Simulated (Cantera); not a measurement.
Charge: 1 mol Si3N4, 0.53 mol CO2, 9.8 mol N2, at 627 °C and 2550 Torr.

Equilibrium computed with Cantera from the NASA thermochemical tables; the gas is ideal and each condensed phase is pure. Candidate condensed phases: C, Si, SiC, SiO2, Si2N2O, Si3N4; 34 gas species. The numbers say what is thermodynamically allowed, not how fast it happens.

Base state: N2 1.00 (mole fractions); condensed: C(graphite) + Si2N2O(s) + Si3N4(s).

Question: What changes in the equilibrium state with this change: temperature from 627 °C to 1527 °C?

Answer: 
```json
[
 {"species": "N2", "before": "1.00", "after": "0.997"},
 {"species": "CO", "before": "<1e-9", "after": "0.00304"},
 {"species": "SiO", "before": "<1e-9", "after": "1.33e-5"},
 {"species": "C(graphite), mol", "before": "0.530", "after": "0.499"},
 {"species": "Si2N2O(s), mol", "before": "1.06", "after": "1.03"},
 {"species": "Si3N4(s), mol", "before": "0.293", "after": "0.314"}
]
```
Mutual solubility and eutectic melting of coexisting phases are not modelled.

Question: What changes in the equilibrium state with this change: temperature from 627 °C to 1525 °C?

Answer: 
```csv
species,before,after
N2,1.00,0.997
CO,<1e-9,0.00298
SiO,<1e-9,1.27e-5
"C(graphite), mol",0.530,0.500
"Si2N2O(s), mol",1.06,1.03
"Si3N4(s), mol",0.293,0.314
```
Mutual solubility and eutectic melting of coexisting phases are not modelled.
